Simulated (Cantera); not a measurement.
Input: 1 mol C2H6, 0.13 mol H2O, 78 mol H2, held at 4.80 bar.

These are equilibrium values from Cantera (NASA tables, ideal gas, pure condensed phases), not measurements of a reactor. Candidate condensed phases: C, C6H6, C7H8, C8H18, H2O; 110 gas species. Rates play no part. All values below are at 2848 K.

Base state: H2 0.944, H 0.0428, C2H2 (acetylene) 0.0108, CO 0.00157, CH4 0.000215, CH3 0.000161, C2H 6.71e-5, C4H2 5.19e-5 (mole fractions); condensed: gas only.

Q: What changes in the equilibrium state with this change: H2O from 0.13 to 2.1 mol?

A: 
| species | before | after |
|---|---|---|
| H2 | 0.944 | 0.933 |
| H | 0.0428 | 0.0426 |
| CO | 0.00157 | 0.0230 |
| C2H2 (acetylene) | 0.0108 | 3.99e-8 |
| C2H | 6.71e-5 | <1e-9 |
| C4H2 | 5.19e-5 | <1e-9 |
